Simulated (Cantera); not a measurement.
A perfectly stirred reactor is fed with N₂O : H₂O = 1 : 0.019 (molar parts), at 0.380 bar; it is held at 1575 K, and followed from long to short residence time.

Computed with Cantera and GRI-Mech 3.0 (53 species, 325 reactions). GRI-Mech 3.0 was tuned for natural gas; its chemistry of N2O as a main component is partial and can be far from experiment. The temperature is held fixed by assumption; the heat of reaction is taken as removed at once.

Problem. What does this change do: N2O 1 to 0.26 parts?

Solution. 
```csv
quantity,before,after
x(N₂O) at τ = 15.0 s,0.00140,0.00117
x(H₂O) at τ = 15.0 s,0.0125,0.0464
x(H) at τ = 15.0 s,8.45e-8,1.61e-7
x(NO₂) at τ = 15.0 s,0.000122,9.94e-5
x(H₂) at τ = 15.0 s,3.67e-7,1.36e-6
x(N₂O) at τ = 81.0 ms,0.143,0.121
x(H₂O) at τ = 81.0 ms,0.0133,0.0490
x(H) at τ = 81.0 ms,7.06e-7,1.42e-6
x(NO₂) at τ = 81.0 ms,0.000398,0.000399
x(H₂) at τ = 81.0 ms,1.44e-6,5.55e-6
```

Problem. What does this change do: temperature 1575 to 1275 K?

Solution. 
| quantity | before | after |
|---|---|---|
| x(N₂O) at τ = 15.0 s | 0.00140 | 0.0591 |
| x(H₂O) at τ = 15.0 s | 0.0125 | 0.0129 |
| x(H) at τ = 15.0 s | 8.45e-8 | 4.34e-9 |
| x(NO₂) at τ = 15.0 s | 0.000122 | 0.000243 |
| x(H₂) at τ = 15.0 s | 3.67e-7 | 3.42e-8 |
| x(N₂O) at τ = 81.0 ms | 0.143 | 0.880 |
| x(H₂O) at τ = 81.0 ms | 0.0133 | 0.0180 |
| x(H) at τ = 81.0 ms | 7.06e-7 | 6.41e-9 |
| x(NO₂) at τ = 81.0 ms | 0.000398 | 0.000450 |
| x(H₂) at τ = 81.0 ms | 1.44e-6 | 5.25e-8 |
The mechanism lacks the step 2 NO + O2 → 2 NO2, which can matter for NO2 below about 1400 K.
